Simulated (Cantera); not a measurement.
An adiabatic, constant-volume homogeneous reactor starts with CH4 : O2 : N2 = 1 : 5.56 : 20.9 (molar parts), equivalence ratio 0.36, at 1625 K and 0.286 atm.

Detailed kinetics in Cantera: GRI-Mech 3.0 (53 species, 325 reactions).

One state of this run: T (K) = 1636; P (bar) = 0.292; x CH4 = 0.0337; x O2 = 0.201; x CH2O = 0.000823; x H2O = 0.00204; x HO2 = 5.84e-5. x: mole fraction; the columns are a selection and need not sum to one.

Q: Which value of t (s) does it belong to?
A) 1.46e-5
B) 2.00e-6
C) 0.000780
D) 0.112

A: C, 0.000780
